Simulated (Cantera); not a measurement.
A freely propagating, adiabatic, planar premixed flame of 9.27 % CH₄, 0.463 % H₂, 19.0 % O₂, 71.3 % N₂, unburnt at 425 K and 100000 Pa; mixture-averaged transport, grid criteria slope 0.08 and curve 0.16, no radiation.

Model: GRI-Mech 3.0 (53 species, 325 reactions), integrated in Cantera. Burning velocities carry a grid error of a few per cent, more on coarse grids.

x: mole fraction of selected species; z is measured from the peak of heat release.

```json
[
 {"z (mm)": "-1.14", "T (K)": "425", "u (m/s)": "0.708", "x CH₄": "0.0926", "x H₂": "0.00512", "x O₂": "0.190", "x HO₂": "3.17e-8", "x HCO": "<1e-8", "x HCN": "<1e-8"},
 {"z (mm)": "-0.763", "T (K)": "426", "u (m/s)": "0.711", "x CH₄": "0.0924", "x H₂": "0.00626", "x O₂": "0.190", "x HO₂": "4.99e-7", "x HCO": "<1e-8", "x HCN": "<1e-8"},
 {"z (mm)": "-0.572", "T (K)": "432", "u (m/s)": "0.721", "x CH₄": "0.0919", "x H₂": "0.00783", "x O₂": "0.189", "x HO₂": "2.96e-6", "x HCO": "<1e-8", "x HCN": "<1e-8"},
 {"z (mm)": "-0.382", "T (K)": "485", "u (m/s)": "0.813", "x CH₄": "0.0884", "x H₂": "0.0114", "x O₂": "0.185", "x HO₂": "3.03e-5", "x HCO": "<1e-8", "x HCN": "3.09e-8"},
 {"z (mm)": "-0.191", "T (K)": "892", "u (m/s)": "1.52", "x CH₄": "0.0640", "x H₂": "0.0176", "x O₂": "0.153", "x HO₂": "0.000149", "x HCO": "3.90e-7", "x HCN": "5.42e-7"},
 {"z (mm)": "-0.0954", "T (K)": "1326", "u (m/s)": "2.28", "x CH₄": "0.0354", "x H₂": "0.0207", "x O₂": "0.112", "x HO₂": "0.000168", "x HCO": "1.16e-5", "x HCN": "1.49e-6"},
 {"z (mm)": "0", "T (K)": "(withheld)", "u (m/s)": "2.98", "x CH₄": "(withheld)", "x H₂": "0.0205", "x O₂": "(withheld)", "x HO₂": "(withheld)", "x HCO": "(withheld)", "x HCN": "(withheld)"},
 {"z (mm)": "0.0954", "T (K)": "1885", "u (m/s)": "3.26", "x CH₄": "0.000557", "x H₂": "0.0158", "x O₂": "0.0355", "x HO₂": "1.77e-5", "x HCO": "1.63e-5", "x HCN": "2.53e-6"},
 {"z (mm)": "0.191", "T (K)": "1931", "u (m/s)": "3.32", "x CH₄": "1.92e-5", "x H₂": "0.0133", "x O₂": "0.0264", "x HO₂": "7.82e-6", "x HCO": "8.94e-7", "x HCN": "9.68e-7"},
 {"z (mm)": "0.382", "T (K)": "1986", "u (m/s)": "3.40", "x CH₄": "3.30e-8", "x H₂": "0.0126", "x O₂": "0.0215", "x HO₂": "5.76e-6", "x HCO": "4.96e-8", "x HCN": "1.11e-7"},
 {"z (mm)": "0.763", "T (K)": "2053", "u (m/s)": "3.50", "x CH₄": "<1e-8", "x H₂": "(withheld)", "x O₂": "(withheld)", "x HO₂": "(withheld)", "x HCO": "(withheld)", "x HCN": "<1e-8"},
 {"z (mm)": "1.53", "T (K)": "2129", "u (m/s)": "3.61", "x CH₄": "<1e-8", "x H₂": "0.00945", "x O₂": "0.0156", "x HO₂": "2.86e-6", "x HCO": "1.48e-8", "x HCN": "<1e-8"},
 {"z (mm)": "3.05", "T (K)": "2197", "u (m/s)": "3.71", "x CH₄": "<1e-8", "x H₂": "0.00727", "x O₂": "0.0128", "x HO₂": "1.87e-6", "x HCO": "<1e-8", "x HCN": "<1e-8"}
]
```

**Question.** Some entries are withheld; supply them.

**Answer.** 
- 0, T (K): 1725
- 0, x CH₄: 0.00828
- 0, x O₂: 0.0629
- 0, x HO₂: 0.000104
- 0, x HCO: 5.24e-5
- 0, x HCN: 3.03e-6
- 0.763, x H₂: 0.0115
- 0.763, x O₂: 0.0185
- 0.763, x HO₂: 4.24e-6
- 0.763, x HCO: 2.87e-8
